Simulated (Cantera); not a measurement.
What does this Cantera script print?

```python
import numpy as np
import cantera as ct

gas_names = """
    N NO NO2 NO3 N2 N2O O O2 O3 Si SiN SiO SiO2 Si2 Si2N Si3
""".split()
cond_names = """
    Si(cr) Si(L) SiO2(Lqz) SiO2(hqz) SiO2(L) Si2N2O(s) Si3N4(a)
""".split()


def load(file, names, dense=False):
    # The tables refer to 1 bar. Condensed volumes are neglected.
    table = {s.name: s for s in ct.Species.list_from_file(file)}
    out = []
    for n in names:
        d = dict(table[n].input_data)
        d["thermo"] = dict(d["thermo"], **{"reference-pressure": 1e5})
        if dense:
            d["equation-of-state"] = {"model": "constant-volume", "density": "1e6 g/cm^3"}
        out.append(ct.Species.from_dict(d))
    return out


gas = ct.Solution(thermo="ideal-gas", species=load("nasa_gas.yaml", gas_names))
cond = {s.name: ct.Solution(thermo="fixed-stoichiometry", species=[s], name=s.name)
        for s in load("nasa_condensed.yaml", cond_names, dense=True)}
atoms = {
    'Si3N4': {'Si': 3, 'N': 4},
    'N2O': {'N': 2, 'O': 1},
    'N2': {'N': 2},
}
top_T = {'Si2N2O(s)': 2100, 'Si3N4(a)': 2400}  # K; cautious upper limits of use, not melting points


def equilibrate(T, P, feed):
    n = {}
    for name, mol in feed.items():
        for a, k in atoms[name].items():
            n[a] = n.get(a, 0.0) + k * mol
    gas.TPX = T, P, n
    mass = sum(n.values()) * gas.mean_molecular_weight
    gas.equilibrate("TP")
    valid = [c for c in cond.values() if c.min_temp <= T <= top_T.get(c.name, c.max_temp)]
    mix = ct.Mixture([(gas, mass / gas.mean_molecular_weight)] + [(c, 0.0) for c in valid])
    mix.T, mix.P = T, P
    mix.equilibrate("TP", solver="vcs", rtol=1e-11, max_steps=5000)
    return mix


results = []
feed = {'Si3N4': 1, 'N2O': 0.19, 'N2': 90}  # mol
P = 83  # Pa
for T in [1073, 1173, 1273, 1373, 1473, 1573, 1673, 1773, 1873, 1973, 2073]:
    mix = equilibrate(T, P, feed)
    results.append((T, P, feed, dict(zip(mix.species_names, mix.species_moles))))

top = {s: max(r[3][s] / sum(r[3][g] for g in gas_names) for r in results) for s in gas_names}
cols = sorted((s for s in top if top[s] > 1e-06), key=lambda s: -top[s])[:7]
seen = [c for c in cond_names if any(r[3].get(c, 0) > 1e-12 for r in results)]
print("log10 of partial pressures in bar; condensed amounts in mol")
print(f"{'T/K':>10s}" + "".join(f"{s[:9]:>10s}" for s in cols + seen))
for T, P, feed, n in results:
    ng = sum(n[g] for g in gas_names)
    print(f"{T:10.4g}" + "".join(f"{np.log10(max(n[s] / ng * P / 1e5, 1e-99)):10.3f}" for s in cols)
          + "".join(f"{n.get(c, 0):10.4g}" for c in seen))
```

It prints:

```
log10 of partial pressures in bar; condensed amounts in mol
       T/K        N2        Si       SiO      Si2N       SiN       Si2       Si3    Si(cr)     Si(L) Si2N2O(s)  Si3N4(a)
      1073    -3.081   -18.415   -14.541   -23.145   -18.742   -27.430   -32.986         0         0      0.19    0.8733
      1173    -3.081   -15.530   -12.115   -19.461   -16.187   -22.953   -27.306         0         0      0.19    0.8733
      1273    -3.081   -13.102   -10.077   -16.363   -14.039   -19.187   -22.532         0         0      0.19    0.8733
      1373    -3.081   -11.032    -8.341   -13.725   -12.207   -15.978   -18.466         0         0    0.1895    0.8735
      1473    -3.081    -9.247    -6.846   -11.451   -10.628   -13.211   -14.963         0         0    0.1745    0.8785
      1573    -3.082    -7.692    -5.759    -9.472    -9.253   -10.802   -11.915         0         0         0    0.9359
      1673    -3.082    -6.379    -5.768    -7.843    -8.098    -8.794    -9.401     2.759         0         0         0
      1773    -3.083    -5.672    -5.769    -7.312    -7.532    -7.926    -8.543         0     2.555         0         0
      1873    -3.087    -5.055    -5.772    -6.869    -7.042    -7.182    -7.822         0     1.757         0         0
      1973    -3.095    -4.628    -5.780    -6.730    -6.732    -6.769    -7.559         0         0         0         0
      2073    -3.095    -4.618    -5.781    -7.349    -6.823    -7.145    -8.445         0         0         0         0
```

These are equilibrium values from Cantera (NASA tables, ideal gas, pure condensed phases), not measurements of a reactor. Mutual solubility and eutectic melting of coexisting phases are not modelled. The tables' values for SiN are old estimates; treat these amounts as uncertain.
